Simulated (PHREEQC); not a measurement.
Make-up at 25 °C: 1 mmol/kgw CaSO4, 0.046 mmol/kgw CO2 and 0.71 mmol/kgw H4SiO4. Closed to the air; pH follows from the charge balance.

Model: ion-association model, wateq4f.dat, run in PHREEQC.

Each row changes one thing in this solution. This is a speciation only: nothing precipitates in the calculation.

| case | pH | ionic strength (mol/kgw) | CO2 (mol/kgw) | HCO3- (mol/kgw) | H3SiO4- (mol/kgw) | CO3-2 (mol/kgw) | SI of Chalcedony (SiO2) |
|---|---|---|---|---|---|---|---|
| as made | 5.38 | 0.00362 | 4.13e-5 | 4.68e-6 | 2.67e-8 | 6.35e-11 | +0.40 |
| CaSO4 left out | 5.37 | 4.33e-6 | 4.17e-5 | 4.30e-6 | 2.43e-8 | 4.71e-11 | +0.40 |
| CO2 replaced by Li2CO3 at the same molality | 8.58 | 0.00370 | 2.40e-7 | 4.36e-5 | 4.03e-5 | 9.47e-7 | +0.38 |
| CaSO4 from 0.001 to 0.01 mol/kgw | 5.43 | 0.0284 | 4.01e-5 | 5.62e-6 | 3.33e-8 | 1.12e-10 | +0.41 |
| diluted 2-fold with water | 5.53 | 0.00188 | 1.98e-5 | 3.15e-6 | 1.87e-8 | 5.80e-11 | +0.10 |
| diluted 100-fold with water | 6.51 | 4.02e-5 | 1.87e-7 | 2.73e-7 | 3.43e-9 | 4.27e-11 | -1.60 |

Species that the database lacks are ignored. Some of these states are supersaturated (in Quartz (slow to form), Chalcedony (slow to form), for instance).
